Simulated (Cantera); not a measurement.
Input (Python, Cantera) and output of one run.

```python
import numpy as np
import cantera as ct

gas_names = """
    H SiH2CL2 HCL SiH3 SiCL4 H2 SiH3CL SiHCL3 CL SiH4 SiCL2
""".split()
cond_names = """

""".split()


def load(file, names, dense=False):
    # The tables refer to 1 bar. Condensed volumes are neglected.
    table = {s.name: s for s in ct.Species.list_from_file(file)}
    out = []
    for n in names:
        d = dict(table[n].input_data)
        d["thermo"] = dict(d["thermo"], **{"reference-pressure": 1e5})
        if dense:
            d["equation-of-state"] = {"model": "constant-volume", "density": "1e6 g/cm^3"}
        out.append(ct.Species.from_dict(d))
    return out


species = {s.name: s for s in load("nasa_gas.yaml", gas_names) + load("nasa_condensed.yaml", cond_names)}
# Each term lists the table entries of one substance; the one whose range holds T is used.
reactions = {
    '3 H(g) + SiH2Cl2(g) = 2 HCl(g) + SiH3(g)':
        [(-3, ['H']), (-1, ['SiH2CL2']), (2, ['HCL']), (1, ['SiH3'])],
    '6 SiH3(g) + 2 SiCl4(g) + 3 H2(g) = 8 SiH3Cl(g)':
        [(-6, ['SiH3']), (-2, ['SiCL4']), (-3, ['H2']), (8, ['SiH3CL'])],
    '4 SiHCl3(g) = 6 Cl(g) + SiH4(g) + 3 SiCl2(g)':
        [(-4, ['SiHCL3']), (6, ['CL']), (1, ['SiH4']), (3, ['SiCL2'])],
}


def pick(names, T):
    return next(species[n] for n in names if species[n].thermo.min_temp <= T <= species[n].thermo.max_temp)


results = []
for label, terms in reactions.items():
    print(label)
    print("     T/K   dH/kJ  dS/(J/K)   dG/kJ   log10 K")
    for T in [1200, 1300, 1400, 1500, 1600, 1700, 1800, 1900]:
        used = [(nu, pick(names, T)) for nu, names in terms]
        dH = sum(nu * s.thermo.h(T) for nu, s in used) / 1e6
        dS = sum(nu * s.thermo.s(T) for nu, s in used) / 1e3
        dG = dH - T * dS / 1e3
        logK = -dG * 1e6 / (ct.gas_constant * T * np.log(10))
        results.append((label, T, dH, dS, dG, logK, [s.name for _, s in used]))
        print(f"{T:8g} {dH:8.1f} {dS:8.1f} {dG:8.1f} {logK:8.2f}")
```

Result:

```
3 H(g) + SiH2Cl2(g) = 2 HCl(g) + SiH3(g)
     T/K   dH/kJ  dS/(J/K)   dG/kJ   log10 K
    1200   -334.5    -81.4   -236.8    10.31
    1300   -336.8    -83.2   -228.6     9.19
    1400   -339.0    -84.8   -220.2     8.22
    1500   -341.0    -86.3   -211.6     7.37
    1600   -343.0    -87.5   -203.0     6.63
    1700   -344.9    -88.7   -194.1     5.97
    1800   -346.7    -89.7   -185.2     5.37
    1900   -348.5    -90.7   -176.2     4.84
6 SiH3(g) + 2 SiCl4(g) + 3 H2(g) = 8 SiH3Cl(g)
     T/K   dH/kJ  dS/(J/K)   dG/kJ   log10 K
    1200  -1083.8   -391.7   -613.7    26.71
    1300  -1082.2   -390.5   -574.6    23.09
    1400  -1080.3   -389.1   -535.6    19.98
    1500  -1078.2   -387.6   -496.8    17.30
    1600  -1075.8   -386.1   -458.1    14.95
    1700  -1073.3   -384.5   -419.5    12.89
    1800  -1070.6   -383.0   -381.2    11.06
    1900  -1067.8   -381.5   -342.9     9.43
4 SiHCl3(g) = 6 Cl(g) + SiH4(g) + 3 SiCl2(g)
     T/K   dH/kJ  dS/(J/K)   dG/kJ   log10 K
    1200   2239.8    788.6   1293.5   -56.30
    1300   2238.4    787.5   1214.7   -48.81
    1400   2236.9    786.3   1136.0   -42.38
    1500   2235.3    785.2   1057.4   -36.82
    1600   2233.6    784.1    979.0   -31.96
    1700   2231.8    783.0    900.6   -27.67
    1800   2229.9    782.0    822.4   -23.86
    1900   2228.0    780.9    744.2   -20.46
```

Source: NASA polynomial tables (part measured, part estimated), evaluated in Cantera. Condensed species are held in their standard states even where they would react or evaporate.
